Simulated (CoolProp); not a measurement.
Vapour-liquid equilibrium of R143a (1) + dimethyl ether (2) at 16.2 kPa; x and y are mole fractions of (1).

Model: multi-fluid Helmholtz-energy mixture model, Lemmon and Jacobsen 2000 and Wu 2011; pair parameters Bell 2016, in CoolProp.

Question: Give the bubble temperature and the first vapour's composition at x = 0.575, 0.65, 0.95. Is there an azeotrope?

Answer: x = 0.575: -74.7 °C, y = 0.826; x = 0.65: -75.7 °C, y = 0.863; x = 0.95: -79.1 °C, y = 0.983. No azeotrope shows between x = 0.05 and 0.95.

Pair parameters are fitted to limited data, so mixtures are less certain than the pure fluids.
